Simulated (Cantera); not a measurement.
Equilibrium for halide evaporation, hydrolysis and transport: MgCl2 + H2O + H2

Input: 1 mol MgCl2, 3.1 mol H2O, 1.9 mol H2, equilibrated at 973 K and 18.0 Pa.

Cantera equilibrium calculation (NASA polynomials, part measured and part estimated; ideal gas, pure solids and liquids). Candidate condensed phases: H2O, Mg, MgCl2, MgO, Mg(OH)2; 22 gas species. Kinetics and transport are ignored.

```json
{
 "x(H2O)": "0.350",
 "x(HCl)": "0.333",
 "x(H2)": "0.317",
 "x(MgCl2)": "3.65e-6",
 "n(MgO(s))": "1.000 mol",
 "gas_amount": "6.000 mol",
 "log10 activity of Mg(l) (absent)": "-16.26"
}
```
